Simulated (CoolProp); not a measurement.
n-heptane along the isobar 0.242 MPa: density (kg/m³) from the reference equation and from simpler models built on Tc = 268.1 °C, pc = 2.774 MPa, ω = 0.349; each cubic takes its own stable root.

Computed with CoolProp (reference Helmholtz-energy equation of state, Span 2003). It is a short technical equation, of lower accuracy than the large ones.

```json
[
 {"T (°C)": "128.15", "phase": "liquid", "reference": "584.7"},
 {"T (°C)": "141.35", "phase": "gas", "reference": "7.710"},
 {"T (°C)": "154.65", "phase": "gas", "reference": "7.386"},
 {"T (°C)": "167.85", "phase": "gas", "reference": "7.098"},
 {"T (°C)": "181.15", "phase": "gas", "reference": "6.835"},
 {"T (°C)": "194.35", "phase": "gas", "reference": "6.597"},
 {"T (°C)": "207.65", "phase": "gas", "reference": "6.378"},
 {"T (°C)": "220.85", "phase": "gas", "reference": "6.176"},
 {"T (°C)": "234.15", "phase": "gas", "reference": "5.988"},
 {"T (°C)": "247.35", "phase": "gas", "reference": "5.814"},
 {"T (°C)": "260.65", "phase": "gas", "reference": "5.650"},
 {"T (°C)": "273.85", "phase": "gas", "reference": "5.497"},
 {"T (°C)": "287.15", "phase": "gas", "reference": "5.352"},
 {"T (°C)": "300.35", "phase": "gas", "reference": "5.217"},
 {"T (°C)": "313.65", "phase": "gas", "reference": "5.088"},
 {"T (°C)": "326.85", "phase": "gas", "reference": "4.966"}
]
```

Question: How far does each simpler model (van der Waals, Redlich-Kwong, Soave-Redlich-Kwong, Peng-Robinson) lie from the reference over these 16 states: mean and median of the absolute difference, and the worst?

Answer: 
- van der Waals: mean 7.4 %, median 1.0 %, worst -98.7 % at 128.15 °C and 0.242 MPa
- Redlich-Kwong: mean 6.7 %, median 0.4 %, worst -98.7 % at 128.15 °C and 0.242 MPa
- Soave-Redlich-Kwong: mean 1.0 %, median 0.2 %, worst -11.5 % at 128.15 °C and 0.242 MPa
- Peng-Robinson: mean 0.3 %, median 0.2 %, worst -0.8 % at 141.35 °C and 0.242 MPa

At some of these states van der Waals, Redlich-Kwong gives the other phase, because its saturation line lies elsewhere.
